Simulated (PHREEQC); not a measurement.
A made-up water analysis in mmol/kgw, 20 °C, pH 3.17, pe 12.1:

| constituent | mmol/kgw |
|---|---|
| Na | 103 |
| K | 1.57 |
| Ca | 7.89 |
| Mg | 3.41 |
| Cl | 25.2 |
| S(6) | 51.7 |
| B | 0.13 |
| Zn | 4.3 |
| Fe(3) | 0.0423 |

Valence states are taken as typed.

Model: ion-association model, phreeqc.dat, run in PHREEQC.

```yaml
ionic_strength: 0.159 mol/kgw
specific_conductance: 9300 µS/cm
density: 1.006 g/cm³
total_alkalinity: -1.87 meq/kg
charge_balance_error: 4.0 %
```

```
species     molality  activity   log γ
----------  --------  --------  ------
Na+           0.0973    0.0741  -0.118
SO4-2         0.0374    0.0120  -0.494
Cl-           0.0252    0.0185  -0.134
NaSO4-       0.00566   0.00431  -0.118
Ca+2         0.00468   0.00162  -0.461
CaSO4        0.00320   0.00331   0.016
Zn+2         0.00201  0.000656  -0.488
Mg+2         0.00183  0.000667  -0.437
ZnSO4        0.00171   0.00177   0.016
MgSO4        0.00158   0.00164   0.016
K+           0.00146   0.00107  -0.136
HSO4-       0.000933  0.000708  -0.120
H+          0.000837  0.000676  -0.093
Zn(SO4)2-2  0.000542  0.000179  -0.480
H3BO3       0.000130  0.000135   0.016
KSO4-       0.000108   8.24e-5  -0.118
```

Precipitation was switched off in this run. Saturation is exceeded, for instance for Jarosite-K, Hematite (slow to form); the values hold only as long as no solid forms.
